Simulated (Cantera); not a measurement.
An isothermal, constant-pressure homogeneous reactor starts with 7.14 % C2H6, 92.9 % N2, at 1073 K and 0.0133 bar.

Model: GRI-Mech 3.0 (53 species, 325 reactions), integrated in Cantera. GRI-Mech 3.0 stops at C3 and has no aromatics, soot or wall deposition, so with more carbon than oxygen in the feed, carbon stays in small species such as C2H2 where larger ones or solid carbon would form. Radical loss at walls, strong at low pressure, is not modelled.

x: mole fraction; the columns are a selection and need not sum to one.

```
t (s)      x C2H6     x CH2       x H     x HCN    x C2H2     x CH4    x CH3
--------  -------  --------  --------  --------  --------  --------  -------
2.00e-5    0.0714    <1e-12    <1e-12    <1e-12    <1e-12  7.47e-12  8.15e-9
0.000111   0.0714    <1e-12  5.21e-12    <1e-12    <1e-12  2.29e-10  4.51e-8
0.000616   0.0714    <1e-12  2.15e-10    <1e-12    <1e-12   6.95e-9  2.44e-7
0.00342    0.0714    <1e-12   6.82e-9    <1e-12    <1e-12   1.97e-7  1.20e-6
0.0190     0.0714  6.19e-12   1.36e-7    <1e-12  3.57e-10   4.09e-6  3.76e-6
0.105      0.0704  9.37e-11   6.92e-7    <1e-12   6.75e-7   6.99e-5  1.28e-5
0.585      0.0614  1.49e-10   9.19e-7  4.26e-12   7.17e-5  0.000841  1.62e-5
3.25          ___  9.71e-11       ___  7.11e-12       ___       ___      ___
18.0          ___  3.08e-12       ___  8.26e-12       ___   0.00831      ___
100       3.66e-5    <1e-12   1.61e-7  8.21e-12    0.0200   0.00835  3.06e-7
```

**Question.** Complete the blanks.

**Answer.** 
- 3.25, x C2H6: 0.0242
- 3.25, x H: 1.32e-6
- 3.25, x C2H2: 0.00178
- 3.25, x CH4: 0.00496
- 3.25, x CH3: 1.01e-5
- 18.0, x C2H6: 0.000474
- 18.0, x H: 5.15e-7
- 18.0, x C2H2: 0.0110
- 18.0, x CH3: 1.12e-6
